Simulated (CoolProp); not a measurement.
A simple Rankine cycle with n-heptane: condensing at 306.15 K, boiler at 0.2 MPa, turbine inlet 401.6 K, turbine efficiency 0.9, pump efficiency 0.8, no recuperator. Each further row changes one setting.

Values from CoolProp's reference Helmholtz-energy equation of state, Span 2003. It is a short technical equation, of lower accuracy than the large ones.

```json
[
 {"case": "as stated", "thermal efficiency (%)": "15.8", "net work (kJ/kg)": "84.1", "heat in (kJ/kg)": "532", "turbine exit temperature (K)": "354.8", "volume ratio over the turbine": "21.3"},
 {"case": "turbine inlet 421.6 K", "thermal efficiency (%)": "15.5", "net work (kJ/kg)": "89.1", "heat in (kJ/kg)": "576", "turbine exit temperature (K)": "375.0", "volume ratio over the turbine": "21.2"},
 {"case": "condensing temperature 298.15 K", "thermal efficiency (%)": "17.1", "net work (kJ/kg)": "94.1", "heat in (kJ/kg)": "550", "turbine exit temperature (K)": "349.4", "volume ratio over the turbine": "31.0"},
 {"case": "boiler pressure 0.14 MPa", "thermal efficiency (%)": "14.2", "net work (kJ/kg)": "75.8", "heat in (kJ/kg)": "535", "turbine exit temperature (K)": "360.9", "volume ratio over the turbine": "14.8"},
 {"case": "turbine efficiency 0.8", "thermal efficiency (%)": "14.1", "net work (kJ/kg)": "74.7", "heat in (kJ/kg)": "532", "turbine exit temperature (K)": "359.7", "volume ratio over the turbine": "21.6"}
]
```
